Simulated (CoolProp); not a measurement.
Properties of nitrogen at several states.

The numbers come from the reference Helmholtz-energy equation of state, Span 2000 in CoolProp.

```
T (K)  p (kPa)          phase  density (kg/m³)  cp (kJ/(kg K))  viscosity (µPa s)  Prandtl number  fugacity coefficient
-----  -------  -------------  ---------------  --------------  -----------------  --------------  --------------------
279.4     1720            gas            20.86           1.073               17.2           0.733                0.9939
694.3     12.3            gas          0.05969           1.097               32.6           0.716                 1.000
294.4     10.7            gas           0.1225           1.040               17.6           0.718                1.0000
154.4     6360  supercritical            220.4           2.662               15.8            1.46                0.6989
823.9     8020  supercritical            31.79           1.139               36.9           0.727                 1.032
204        164            gas            2.717           1.046               13.1           0.737                0.9967
```

Viscosity comes from a separate model (Lemmon 2004). Thermal conductivity comes from a separate model (Lemmon 2004).
